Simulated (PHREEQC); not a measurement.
Metal-bearing waste water: speciation

Make-up at 25 °C: 8 mmol/kgw Al2(SO4)3, 0.405 mmol/kgw ZnCl2, 0.0165 mmol/kgw HCl and 3.35 mmol/kgw Na2SO4. Closed to the air; pH follows from the charge balance.

Computed with PHREEQC (ion-association model, phreeqc.dat).

```yaml
pH: 4.05
ionic_strength: 0.0440 mol/kgw
total_alkalinity: -0.0165 meq/kg
```

```
species    molality  activity   log γ
---------  --------  --------  ------
AlSO4+       0.0117   0.00965  -0.082
SO4-2        0.0113   0.00541  -0.320
Na+         0.00652   0.00543  -0.080
Al+3        0.00222  0.000564  -0.594
Al(SO4)2-   0.00199   0.00165  -0.082
Cl-        0.000826  0.000680  -0.085
Zn+2       0.000244  0.000117  -0.318
NaSO4-     0.000176  0.000147  -0.078
ZnSO4      0.000147  0.000149   0.004
AlOH+2     0.000130   6.32e-5  -0.312
H+         0.000103   8.86e-5  -0.066
```

No solid was allowed to form. The solution is supersaturated, for example in Gibbsite (slow to form), so a real one may precipitate; this is no full list.
